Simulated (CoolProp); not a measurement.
R21 at 293.15 K and 0.049 MPa is compressed adiabatically to 0.146 MPa with isentropic efficiency 0.9. Each further row changes one setting.

Values from CoolProp's reference Helmholtz-energy equation of state, Platzer 1990. This equation is an older, rougher fit.

```tsv
case	work (kJ/kg)	final temperature (K)	final density (kg/m³)
as stated	30.4	…	5.38
efficiency 1	27.3	…	…
efficiency 0.65	…	…	5.09
```

Some entries are withheld; supply them.


- as stated, final temperature (K): 344.6
- efficiency 1, final temperature (K): 340.0
- efficiency 1, final density (kg/m³): 5.46
- efficiency 0.65, work (kJ/kg): 42.0
- efficiency 0.65, final temperature (K): 362.3
